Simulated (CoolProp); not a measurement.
Values from CoolProp's reference Helmholtz-energy equation of state, Lemmon 2006. It is a short technical equation, of lower accuracy than the large ones.

For toluene, give the phase and the cp (kJ/(kg K)), viscosity (µPa s), Prandtl number at 77.05 °C and 198 bar.


- 77.05 °C and 198 bar: liquid; cp 1.85, viscosity 383, Prandtl number 5.72

Viscosity comes from a separate model (Avgeri 2015). Thermal conductivity comes from a separate model (Assael 2012).
